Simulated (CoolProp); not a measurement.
Vapour-liquid equilibrium of R125 (1) + ethanol (2) at 163 kPa; x and y are mole fractions of (1).

Values from CoolProp's multi-fluid Helmholtz-energy mixture model, Lemmon 2005 and Schroeder 2014; pair parameters Bell 2016.

| x | bubble temperature (°C) | y at the bubble point | dew temperature at overall composition x (°C) | liquid density (mol/L) |
|---|---|---|---|---|
| 0.05 | 19.8 | 0.964 | 89.5 | 16.83 |
| 0.15 | -12.6 | 0.996 | 86.4 | 16.85 |
| 0.25 | -22.3 | 0.998 | 83.1 | 16.46 |
| 0.35 | -27.0 | 0.999 | 79.3 | 15.99 |
| 0.45 | -29.7 | 0.999 | 75.1 | 15.48 |
| 0.55 | -31.4 | 0.999 | 70.1 | 14.94 |
| 0.65 | -32.6 | 1.000 | 64.2 | 14.39 |
| 0.75 | -33.8 | 1.000 | 56.6 | 13.82 |
| 0.85 | -35.1 | 1.000 | 45.8 | 13.23 |
| 0.95 | -36.8 | 1.000 | 25.2 | 12.62 |

No azeotrope shows between x = 0.05 and 0.95.

Pair parameters are fitted to limited data, so mixtures are less certain than the pure fluids. With so large a gap from Raoult's law the liquid may split in two, which this calculation doesn't test in full.
